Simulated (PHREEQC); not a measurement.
**Hard or scaling water (model solution)**

Dissolve 72 mmol/kgw MgCl2, 0.17 mmol/kgw Na2CO3 and 0.091 mmol/kgw MgSO4 at 25 °C. Closed to the air; pH follows from the charge balance.

The numbers come from PHREEQC with the ion-association model, phreeqc.dat.

Each row changes one thing in this solution. This is a speciation only: nothing precipitates in the calculation.

```json
[
 {"case": "as made", "pH": "8.92", "MgOH+ (mol/kgw)": "9.65e-5", "HCO3- (mol/kgw)": "8.36e-5", "MgSO4 (mol/kgw)": "5.51e-5", "MgCO3 (mol/kgw)": "5.35e-5", "SO4-2 (mol/kgw)": "3.59e-5", "SI of Halite (NaCl)": "-6.16"},
 {"case": "MgCl2 from 0.072 to 0.0792 mol/kgw", "pH": "8.89", "MgOH+ (mol/kgw)": "9.81e-5", "HCO3- (mol/kgw)": "8.28e-5", "MgSO4 (mol/kgw)": "5.58e-5", "MgCO3 (mol/kgw)": "5.29e-5", "SO4-2 (mol/kgw)": "3.52e-5", "SI of Halite (NaCl)": "-6.12"},
 {"case": "temperature from 25 to 85 °C", "pH": "7.25", "MgOH+ (mol/kgw)": "0.000166", "HCO3- (mol/kgw)": "0.000107", "MgSO4 (mol/kgw)": "7.34e-5", "MgCO3 (mol/kgw)": "4.84e-6", "SO4-2 (mol/kgw)": "1.76e-5", "SI of Halite (NaCl)": "-6.23"},
 {"case": "temperature from 25 to 55 °C", "pH": "8.03", "MgOH+ (mol/kgw)": "0.000138", "HCO3- (mol/kgw)": "0.000109", "MgSO4 (mol/kgw)": "6.66e-5", "MgCO3 (mol/kgw)": "1.96e-5", "SO4-2 (mol/kgw)": "2.44e-5", "SI of Halite (NaCl)": "-6.20"}
]
```

Constants without temperature data keep their 25 °C values here.
